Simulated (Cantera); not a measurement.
## Stirred combustor or abatement burner

A perfectly stirred reactor is fed with CH4 : C2H6 : C3H8 : O2 : N2 : H2O : CO2 = 1 : 0.049 : 0.94 : 4.04 : 15.2 : 0.81 : 1.3 (molar parts), at 0.938 atm; it is adiabatic with a 373 K inlet, and is followed from long to short residence time, starting on the burning branch (τ in s: 0.15, 0.063, 0.026, 0.011, 0.0046, 0.0019, 0.0008, 0.00033, 0.00014, 5.8e-05, 2.4e-05).

Cantera simulation using GRI-Mech 3.0 (53 species, 325 reactions); the numbers are that mechanism's predictions, not measurements. GRI-Mech 3.0 was tuned for natural gas; its chemistry of propane as a main component is partial and can be far from experiment.

| τ (s) | T (K) | x CH4 | x C2H6 | x C3H8 | x HCO | x H2O | x HCN |
|---|---|---|---|---|---|---|---|
| 0.15 | 1732 | 0.00432 | 8.33e-6 | 2.86e-6 | 3.60e-8 | 0.173 | 1.16e-5 |
| 0.063 | 1729 | 0.00468 | 1.58e-5 | 6.20e-6 | 7.10e-8 | 0.174 | 1.35e-5 |
| 0.026 | 1719 | 0.00508 | 3.03e-5 | 1.38e-5 | 1.51e-7 | 0.175 | 1.45e-5 |
| 0.011 | 1701 | 0.00567 | 5.87e-5 | 3.09e-5 | 3.28e-7 | 0.174 | 1.32e-5 |
| 0.0046 | 1660 | 0.00700 | 0.000134 | 8.07e-5 | 7.61e-7 | 0.171 | 7.99e-6 |
| 0.0019 | 373 | 0.0428 | 0.00210 | 0.0403 | <1e-12 | 0.0347 | <1e-12 |
| 0.00080 | 373 | 0.0428 | 0.00210 | 0.0403 | <1e-12 | 0.0347 | <1e-12 |
| 0.00033 | 373 | 0.0428 | 0.00210 | 0.0403 | <1e-12 | 0.0347 | <1e-12 |
| 0.00014 | 373 | 0.0428 | 0.00210 | 0.0403 | <1e-12 | 0.0347 | <1e-12 |
| 5.8e-5 | 373 | 0.0428 | 0.00210 | 0.0403 | <1e-12 | 0.0347 | <1e-12 |
| 2.4e-5 | 373 | 0.0428 | 0.00210 | 0.0403 | <1e-12 | 0.0347 | <1e-12 |
x: mole fraction; the columns are a selection and need not sum to one.
